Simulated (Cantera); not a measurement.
An adiabatic, constant-pressure homogeneous reactor starts with CH4 : H2 : O2 : N2 = 1 : 0.18 : 1.61 : 6.04 (molar parts), equivalence ratio 1.3, at 1075 K and 500000 Pa.

Cantera simulation using GRI-Mech 3.0 (53 species, 325 reactions); the numbers are that mechanism's predictions, not measurements.

**Question.** Predict: time of steepest temperature rise; temperature at 0.100 s; equilibrium temperature; x(H2) at 0.100 s; x(O2) at 0.100 s; x(CO2) at 0.100 s; x(HO2) at 0.100 s.

**Answer.** 
```json
{
  "time_of_steepest_temperature_rise": "7.03 ms",
  "temperature at 0.100 s": "2624 K",
  "equilibrium_temperature": "2624 K",
  "x(H2) at 0.100 s": "0.0421 (gas-phase equilibrium 0.0421)",
  "x(O2) at 0.100 s": "0.000453 (gas-phase equilibrium 0.000453)",
  "x(CO2) at 0.100 s": "0.0440 (gas-phase equilibrium 0.0440)",
  "x(HO2) at 0.100 s": "4.00e-7 (gas-phase equilibrium 4.00e-7)"
}
```
